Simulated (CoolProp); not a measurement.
CH3F (R41) along the isobar 1.29 MPa: density (kg/m³) from the reference equation and from simpler models built on Tc = 317.3 K, pc = 5.906 MPa, ω = 0.200; each cubic takes its own stable root.

Model: reference Helmholtz-energy equation of state, Lemmon 2006, in CoolProp. It is a short technical equation, of lower accuracy than the large ones.

| T (K) | phase | reference | ideal gas | Redlich-Kwong | Soave-Redlich-Kwong | Peng-Robinson |
|---|---|---|---|---|---|---|
| 260.6 | gas | 25.21 | 20.26 | 23.74 | 24.01 | 24.29 |
| 264.9 | gas | 24.38 | 19.93 | 23.15 | 23.37 | 23.64 |
| 269.2 | gas | 23.63 | 19.61 | 22.59 | 22.78 | 23.04 |
| 273.5 | gas | 22.96 | 19.31 | 22.07 | 22.23 | 22.47 |
| 277.8 | gas | 22.34 | 19.01 | 21.58 | 21.71 | 21.94 |
| 282.2 | gas | 21.76 | 18.71 | 21.10 | 21.21 | 21.43 |
| 286.5 | gas | 21.23 | 18.43 | 20.66 | 20.75 | 20.96 |
| 290.8 | gas | 20.74 | 18.16 | 20.24 | 20.32 | 20.52 |
| 295.1 | gas | 20.28 | 17.89 | 19.84 | 19.90 | 20.10 |
| 299.4 | gas | 19.85 | 17.64 | 19.46 | 19.51 | 19.70 |
| 303.7 | gas | 19.44 | 17.39 | 19.10 | 19.13 | 19.31 |
| 308 | gas | 19.06 | 17.14 | 18.76 | 18.78 | 18.95 |
| 312.3 | gas | 18.69 | 16.91 | 18.42 | 18.43 | 18.60 |
| 316.6 | gas | 18.34 | 16.68 | 18.11 | 18.11 | 18.27 |
| 320.9 | gas | 18.01 | 16.45 | 17.80 | 17.79 | 17.95 |
